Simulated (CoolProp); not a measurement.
Vapour-liquid equilibrium of ethylene (1) + propylene (2) at 167.6 K; x and y are mole fractions of (1).

Model: multi-fluid Helmholtz-energy mixture model, Smukala 2000 and Lemmon 2013; pair parameters Bell 2016, in CoolProp.

Q: Give the bubble pressure and the first vapour's composition at x = 0.425, 0.5, 0.725. Is there an azeotrope?

A: x = 0.425: 42.89 kPa, y = 0.965; x = 0.5: 49.36 kPa, y = 0.973; x = 0.725: 67.93 kPa, y = 0.988. No azeotrope shows between x = 0.05 and 0.95.

The pair parameters rest on a limited set of measurements; away from them the model extrapolates.
